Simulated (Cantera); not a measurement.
Ignition delay

Mixture: 7.70 % CO, 1.00 % H₂, 1.54 % CH₄, 10.6 % O₂, 73.2 % N₂, 5.93 % H₂O, equivalence ratio 0.70, at 34000 Pa, adiabatic and at constant volume. Ignition delay is the time to a rise of 400 K.

Model: GRI-Mech 3.0 (53 species, 325 reactions), integrated in Cantera.

```csv
T0 (K),delay (ms)
1050,9.54
1125,4.46
1200,2.43
1275,1.50
1350,1.03
1425,0.758
```

* **apparent activation energy between 1275 and 1425 K**: 69 kJ/mol
